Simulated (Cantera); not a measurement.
# Abatement and gas-phase synthesis: CO2 + SO2 + N2

A closed system holds: 1 mol CO2, 0.9 mol SO2, 23 mol N2, at 10.0 Torr.

Method: chemical equilibrium by Gibbs-energy minimisation in Cantera with the NASA 1993 tables (ideal gas, pure condensed phases). Candidate condensed phases: C, S; 35 gas species. Kinetics and transport are ignored.

| T (°C) | log p N2 | log p CO2 | log p SO2 | log p CO | log p O2 |
|---|---|---|---|---|---|
| 700 | -1.91 | -3.27 | -3.32 | -8.41 | -10.97 |
| 800 | -1.91 | -3.27 | -3.32 | -7.92 | -9.14 |
| 900 | -1.91 | -3.27 | -3.32 | -7.35 | -7.92 |
| 1000 | -1.91 | -3.27 | -3.32 | -6.75 | -7.15 |
| 1100 | -1.91 | -3.27 | -3.32 | -6.21 | -6.56 |
| 1200 | -1.91 | -3.27 | -3.32 | -5.73 | -6.07 |
| 1300 | -1.91 | -3.28 | -3.32 | -5.31 | -5.65 |
| 1400 | -1.91 | -3.28 | -3.32 | -4.94 | -5.28 |
| 1500 | -1.91 | -3.29 | -3.32 | -4.62 | -4.96 |
| 1600 | -1.91 | -3.31 | -3.32 | -4.34 | -4.68 |
| 1700 | -1.91 | -3.34 | -3.33 | -4.10 | -4.44 |
| 1800 | -1.91 | -3.39 | -3.34 | -3.90 | -4.24 |
| 1900 | -1.91 | -3.46 | -3.35 | -3.73 | -4.07 |
| 2000 | -1.92 | -3.56 | -3.38 | -3.59 | -3.95 |
log p: log10 of the partial pressure in bar; nothing condenses.

From 700 °C to 2000 °C nothing is condensed. The main C-bearing gas is CO2 throughout.
